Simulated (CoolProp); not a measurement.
2000 sccm (0 °C, 1 atm) of nitrogen bubbles through liquid toluene at 344.1 K and leaves saturated at a total pressure of 0.15 MPa (ideal gas phase). Each further row changes one setting.

Computed with CoolProp (reference Helmholtz-energy equation of state, Lemmon 2006). It is a short technical equation, of lower accuracy than the large ones.

| case | vapour pressure (kPa) | mole fraction of vapour | delivery (mg/min) | delivery (sccm) | change of delivery for a bath 1 K warmer (%) |
|---|---|---|---|---|---|
| as stated | 28.2 | 0.188 | 1900 | 462 | 4.6 |
| bath temperature 349.1 K | 33.7 | 0.225 | 2390 | 580 | 4.7 |
| total pressure 0.3 MPa | 28.2 | 0.0939 | 852 | 207 | 4.1 |
